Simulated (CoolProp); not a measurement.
R507A at 376.36 K and 1.92 MPa is throttled through a valve to 0.773 MPa with no heat exchange. Each further row changes one setting.

Values from CoolProp's reference Helmholtz-energy equation of state, Lemmon 2003. It is a pseudo-pure fit of the blend.

| case | temperature change (K) | final density (kg/m³) |
|---|---|---|
| as stated | -10.4 | 26.8 |
| outlet pressure 0.232 MPa | -15.3 | 7.79 |
| outlet pressure 1 MPa | -8.3 | 35.1 |
